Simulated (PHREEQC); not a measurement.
Make-up at 20 °C: 0.07 mol/kgw CuSO4 and 0.016 mol/kgw H2SO4. Closed to the air; pH follows from the charge balance.

Computed with PHREEQC (ion-association model, phreeqc.dat).

No solid was allowed to form.

Task: Predict the pH.

Result: pH 1.91.

Task: In which forms is S present?

Result: SO4-2 45 %, CuSO4 36 %, HSO4- 20 % of the S.

Complexes and solids missing from the database can't appear.
